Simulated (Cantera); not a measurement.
An isothermal, constant-pressure homogeneous reactor starts with CH₄ : N₂ = 1 : 12 (molar parts), at 1400 K and 0.230 bar.

Cantera simulation using GRI-Mech 3.0 (53 species, 325 reactions); the numbers are that mechanism's predictions, not measurements. GRI-Mech 3.0 stops at C3 and has no aromatics, soot or wall deposition, so with more carbon than oxygen in the feed, carbon stays in small species such as C2H2 where larger ones or solid carbon would form.

x: mole fraction; the columns are a selection and need not sum to one.

```json
[
 {"t (s)": "0.000900", "x CH₄": "0.0769", "x H₂": "5.94e-7", "x C₂H₂": "<1e-12", "x C₂H": "<1e-12", "x CH₂": "<1e-12", "x H": "2.61e-9"},
 {"t (s)": "0.00276", "x CH₄": "0.0769", "x H₂": "1.84e-6", "x C₂H₂": "4.47e-12", "x C₂H": "<1e-12", "x CH₂": "6.15e-12", "x H": "2.67e-9"},
 {"t (s)": "0.00844", "x CH₄": "0.0769", "x H₂": "5.95e-6", "x C₂H₂": "4.18e-10", "x C₂H": "<1e-12", "x CH₂": "4.42e-11", "x H": "?"},
 {"t (s)": "0.0258", "x CH₄": "0.0769", "x H₂": "2.24e-5", "x C₂H₂": "2.68e-8", "x C₂H": "<1e-12", "x CH₂": "1.54e-10", "x H": "?"},
 {"t (s)": "0.0792", "x CH₄": "0.0768", "x H₂": "0.000101", "x C₂H₂": "1.01e-6", "x C₂H": "<1e-12", "x CH₂": "3.99e-10", "x H": "?"},
 {"t (s)": "0.242", "x CH₄": "0.0762", "x H₂": "0.000584", "x C₂H₂": "3.27e-5", "x C₂H": "1.72e-12", "x CH₂": "9.17e-10", "x H": "?"},
 {"t (s)": "0.742", "x CH₄": "0.0740", "x H₂": "0.00321", "x C₂H₂": "0.000587", "x C₂H": "2.21e-11", "x CH₂": "1.11e-9", "x H": "?"},
 {"t (s)": "2.27", "x CH₄": "0.0684", "x H₂": "0.0112", "x C₂H₂": "0.00330", "x C₂H": "9.47e-11", "x CH₂": "7.77e-10", "x H": "?"},
 {"t (s)": "6.96", "x CH₄": "0.0571", "x H₂": "0.0272", "x C₂H₂": "0.00882", "x C₂H": "2.15e-10", "x CH₂": "5.00e-10", "x H": "?"},
 {"t (s)": "21.3", "x CH₄": "0.0385", "x H₂": "0.0532", "x C₂H₂": "0.0175", "x C₂H": "4.00e-10", "x CH₂": "3.02e-10", "x H": "?"},
 {"t (s)": "65.3", "x CH₄": "0.0174", "x H₂": "0.0825", "x C₂H₂": "0.0272", "x C₂H": "6.73e-10", "x CH₂": "1.62e-10", "x H": "?"},
 {"t (s)": "200", "x CH₄": "0.00559", "x H₂": "0.0988", "x C₂H₂": "0.0325", "x C₂H": "9.56e-10", "x CH₂": "7.42e-11", "x H": "?"}
]
```

### Question
Complete the blanks.

### Answer

- 0.00844, x H: 3.10e-9
- 0.0258, x H: 4.53e-9
- 0.0792, x H: 9.17e-9
- 0.242, x H: 3.18e-8
- 0.742, x H: 1.25e-7
- 2.27, x H: 3.32e-7
- 6.96, x H: 6.83e-7
- 21.3, x H: 1.25e-6
- 65.3, x H: 2.11e-6
- 200, x H: 3.00e-6
